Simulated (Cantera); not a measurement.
A Cantera script and its output.

```python
import numpy as np
import cantera as ct

gas = ct.Solution("gri30.yaml")
gas.TPX = 425, 1000000, {'CO': 1, 'H2': 0.12, 'O2': 0.56, 'N2': 3.25}
inlet = ct.Reservoir(gas, clone=True)
gas.equilibrate("HP")  # start burning
reactor = ct.IdealGasConstPressureReactor(gas, energy="on", clone=False)
exhaust = ct.Reservoir(gas, clone=True)
tau = [0.15, 0.057, 0.021, 0.008, 0.003, 0.0011, 0.00042, 0.00016, 5.8e-05, 2.2e-05, 8.2e-06][0]
for a, b in ((inlet, reactor), (reactor, exhaust)):
    ct.MassFlowController(a, b, mdot=lambda t: reactor.mass / tau)
net = ct.ReactorNet([reactor])
show = ['CO', 'H2', 'O2', 'NO2', 'CO2']

rows = []
print(f"{'tau/s':>10s}{'T/K':>9s}" + "".join(f"{s:>11s}" for s in show))
for tau in [0.15, 0.057, 0.021, 0.008, 0.003, 0.0011, 0.00042, 0.00016, 5.8e-05, 2.2e-05, 8.2e-06]:
    net.initial_time = 0.0
    net.advance(30 * tau)
    before = gas.X
    net.advance(40 * tau)
    drift = np.max(np.abs(gas.X - before) / (gas.X + 1e-9))
    rows.append([gas.T, *gas[show].X, drift])
    print(f"{tau:10.3e}{gas.T:9.1f}" + "".join(f"{x:11.3e}" for x in gas[show].X))
```

It prints:

```
     tau/s      T/K         CO         H2         O2        NO2        CO2
 1.500e-01   2192.3  9.030e-03  2.096e-04  3.864e-03  7.583e-07  2.187e-01
 5.700e-02   2182.4  1.048e-02  2.443e-04  4.690e-03  7.856e-07  2.171e-01
 2.100e-02   2164.8  1.299e-02  3.051e-04  6.040e-03  7.988e-07  2.142e-01
 8.000e-03   2138.7  1.660e-02  3.946e-04  7.902e-03  7.588e-07  2.102e-01
 3.000e-03   2101.2  2.166e-02  5.227e-04  1.044e-02  6.435e-07  2.045e-01
 1.100e-03   2048.7  2.853e-02  6.990e-04  1.382e-02  4.837e-07  1.967e-01
 4.200e-04   1980.9  3.714e-02  9.142e-04  1.800e-02  3.520e-07  1.870e-01
 1.600e-04   1888.0  4.868e-02  1.167e-03  2.359e-02  2.652e-07  1.739e-01
 5.800e-05   1728.2  6.923e-02  1.450e-03  3.375e-02  1.840e-07  1.508e-01
 2.200e-05    425.0  2.028e-01  2.434e-02  1.136e-01 -4.615e-20 -2.695e-16
 8.200e-06    425.0  2.028e-01  2.434e-02  1.136e-01 -7.966e-23 -4.651e-19
```

Computed with Cantera and GRI-Mech 3.0 (53 species, 325 reactions). The hydrogen kinetics of GRI-Mech 3.0 are dated; newer H2 mechanisms differ, most at raised pressure.
